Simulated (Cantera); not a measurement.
Feed: 1 mol TiCl₄, 3.5 mol CH₄, 9.3 mol H₂, at 1650 K.

Equilibrium computed with Cantera from the NASA thermochemical tables; the gas is ideal and each condensed phase is pure. Candidate condensed phases: C, C₆H₆, C₇H₈, C₈H₁₈, Ti, TiC, TiCl₂, TiCl₃, TiCl₄; 96 gas species. TiC: taken at fixed stoichiometry. Kinetics and transport are ignored.

### Question
What share of the Ti ends up in condensed phases as a function of P (Pa), at 10, 46, 220, 1000, 4600, 22000, 100000?

### Answer
| P (Pa) | Ti condensed (%) | as |
|---|---|---|
| 10 | 99.9 | TiC(s) |
| 46 | 99.8 | TiC(s) |
| 220 | 99.7 | TiC(s) |
| 1000 | 99.4 | TiC(s) |
| 4600 | 98.7 | TiC(s) |
| 22000 | 97.1 | TiC(s) |
| 100000 | 93.8 | TiC(s) |
